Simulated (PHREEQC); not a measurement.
Spent oxide etchant

Consider water at 25 °C with 0.077 mol HF, 0.0002 mol (NH4)2SiF6, 0.0021 mol HBF4 and 0.24 mol H2SO4 per kg of water. Closed to the air; pH follows from the charge balance.

All values are PHREEQC results (ion-association model, wateq4f.dat), not measurements.

Precipitation was switched off in this run.

Q: What pH, ionic strength, activity of water does the model give?

A: pH 0.67; ionic strength 0.300 mol/kgw; activity of water 0.990.

Q: In which forms is F present?

A: HF 67 %, H2F2 22 %, BF4- 9.6 %, SiF6-2 1.4 % of the F.

Complexes and solids missing from the database can't appear. wateq4f.dat counts part of the HF as a dimer, H2F2, which phreeqc.dat doesn't know; its constant is uncertain. SiF6-2 is the database's only silicon fluoride. Real BF4- forms and hydrolyses slowly; the run takes it at equilibrium.
